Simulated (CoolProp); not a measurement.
The numbers come from the reference Helmholtz-energy equation of state, Leachman 2009 in CoolProp.

Problem. For normal hydrogen, give the phase and the cp (kJ/(kg K)) at -247.75 °C and 7.59 bar; -108.95 °C and 7.59 bar.

Solution. 
- -247.75 °C and 7.59 bar: liquid; cp 13.0
- -108.95 °C and 7.59 bar: gas; cp 13.0
